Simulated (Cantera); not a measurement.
What does this Cantera script print?

```python
import numpy as np
import cantera as ct

gas_names = """
    CL CL2 H HCL H2 N NH NH2 NH3 N2 N2H2 N2H4 Si SiCL SiCL2 SiCL3 SiCL4 SiH SiHCL3 SiH2 SiH2CL2 SiH3
    SiH3CL SiH4 SiN Si2 Si2N Si3
""".split()
cond_names = """
    NH4CL(a) NH4CL(b) Si(cr) Si(L) Si3N4(a)
""".split()


# ... load() reads the species with a 1 bar reference pressure and builds the phases ...
atoms = {
    'SiHCl3': {'Si': 1, 'H': 1, 'CL': 3},
    'N2': {'N': 2},
}
top_T = {'Si3N4(a)': 2400}  # K; cautious upper limits of use, not melting points


# ... equilibrate(T, P, feed) seeds the gas with the atoms and calls Mixture.equilibrate('TP', solver="vcs", rtol=1e-11, max_steps=5000) ...
results = []
feed = {'SiHCl3': 1, 'N2': 66}  # mol
T = 1700  # K
P = 3300  # Pa
mix = equilibrate(T, P, feed)
results.append((T, P, feed, dict(zip(mix.species_names, mix.species_moles))))
x = sorted(zip(gas.X, gas.species_names), reverse=True)
print(f"T = {T:g} K  P = {P:g} Pa  gas = {mix.phase_moles(0):.4g} mol")
print("   x: " + "  ".join(f"{s} {v:.3e}" for v, s in x if v > 0.0001))
print("   condensed (mol): " + ("  ".join(f"{mix.phase(i).name} {mix.phase_moles(i):.4g}"
      for i in range(1, mix.n_phases) if mix.phase_moles(i) > 1e-12) or "none"))
```

Result:

```
T = 1700 K  P = 3300 Pa  gas = 67.97 mol
   x: N2 9.710e-01  SiCL2 1.361e-02  HCL 1.319e-02  SiCL3 9.586e-04  H2 7.502e-04  CL 3.036e-04  SiCL4 1.329e-04
   condensed (mol): none
```

Cantera equilibrium calculation (NASA polynomials, part measured and part estimated; ideal gas, pure solids and liquids). The tables' values for SiCl3 are old estimates; treat these amounts as uncertain.
